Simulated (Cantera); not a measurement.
A freely propagating, adiabatic, planar premixed flame of 51.6 % H2, 10.7 % O2, 37.6 % N2, equivalence ratio 2.4, unburnt at 700 K and 1.40 bar; mixture-averaged transport, grid criteria slope 0.08 and curve 0.16, no radiation.

Computed with Cantera and the H2/O2 subset of GRI-Mech 3.0, which has no nitrogen chemistry. Burning velocities carry a grid error of a few per cent, more on coarse grids.

Q: Predict: laminar burning velocity; thermal thickness; peak x(O); peak x(H); peak x(H2O2).

A: 
| Property | Value |
|---|---|
| laminar burning velocity | 1220 cm/s |
| thermal thickness | 0.320 mm |
| peak x(O) | 0.00332 |
| peak x(H) | 0.0934 |
| peak x(H2O2) | 4.83e-6 |
